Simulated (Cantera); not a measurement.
**SiH₄ + HCl + N₂ + Cl₂ (silicon epitaxy and polysilicon growth)**

Feed: 1 mol SiH₄, 0.026 mol HCl, 32 mol N₂, a varied amount of Cl₂, equilibrated at 1600 K and 0.133 bar.

Cantera equilibrium calculation (NASA polynomials, part measured and part estimated; ideal gas, pure solids and liquids). Candidate condensed phases: NH₄Cl, Si, Si₃N₄; 28 gas species. The tables' values for SiCl₃ are old estimates; treat these amounts as uncertain. Rates play no part.

From 0.051 mol Cl₂ to 0.94 mol Cl₂ the condensed part is Si₃N₄(s). The main Si-bearing gas is SiCl₂ throughout. The share of Si in condensed phases is highest at 0.051 mol Cl₂ (99.9 %) and lowest at 0.94 mol Cl₂ (85.1 %).

```json
[
 {"n(Cl₂) (mol)": "0.051", "x N₂": "0.938", "x H₂": "0.0583", "x HCl": "0.00380", "x SiCl₂": "1.52e-5", "x SiCl₃": "1.20e-7", "n Si₃N₄(s)": "0.333"},
 {"n(Cl₂) (mol)": "0.2", "x N₂": "0.934", "x H₂": "0.0538", "x HCl": "0.0123", "x SiCl₂": "0.000175", "x SiCl₃": "4.62e-6", "n Si₃N₄(s)": "0.331"},
 {"n(Cl₂) (mol)": "0.35", "x N₂": "0.930", "x H₂": "0.0495", "x HCl": "0.0204", "x SiCl₂": "0.000521", "x SiCl₃": "2.38e-5", "n Si₃N₄(s)": "0.327"},
 {"n(Cl₂) (mol)": "0.5", "x N₂": "0.925", "x H₂": "0.0455", "x HCl": "0.0279", "x SiCl₂": "0.00106", "x SiCl₃": "6.93e-5", "n Si₃N₄(s)": "0.320"},
 {"n(Cl₂) (mol)": "0.64", "x N₂": "0.922", "x H₂": "0.0420", "x HCl": "0.0343", "x SiCl₂": "0.00175", "x SiCl₃": "0.000146", "n Si₃N₄(s)": "0.311"},
 {"n(Cl₂) (mol)": "0.79", "x N₂": "0.918", "x H₂": "0.0386", "x HCl": "0.0405", "x SiCl₂": "0.00266", "x SiCl₃": "0.000273", "n Si₃N₄(s)": "0.299"},
 {"n(Cl₂) (mol)": "0.94", "x N₂": "0.914", "x H₂": "0.0355", "x HCl": "0.0460", "x SiCl₂": "0.00373", "x SiCl₃": "0.000454", "n Si₃N₄(s)": "0.284"}
]
```
x: gas mole fraction; n: condensed amount in mol.
